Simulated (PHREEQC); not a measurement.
Solution (20 °C): 2.3 mmol/kgw Cu(BF4)2 and 0.37 mmol/kgw FeCl3. Closed to the air; pH follows from the charge balance.

Equilibrium calculation in PHREEQC: ion-association model, phreeqc.dat.

Precipitation was switched off in this run.

Problem. Order these F species by the share of F that they hold, largest first: F-, HF, BF3OH-, FeF3, BF4-.

Solution. BF4- (63 %), HF (15 %), F- (8.7 %), BF3OH- (5.9 %), FeF3 (4.0 %)

The pH is 2.87 and the ionic strength 0.00841 mol/kgw. Examples of supersaturated solids here: Hematite (slow to form), Goethite (slow to form). Others may be too. Real BF4- forms and hydrolyses slowly; the run takes it at equilibrium. Fluoro complexes past AlF4- and FeF3 are missing from the database.
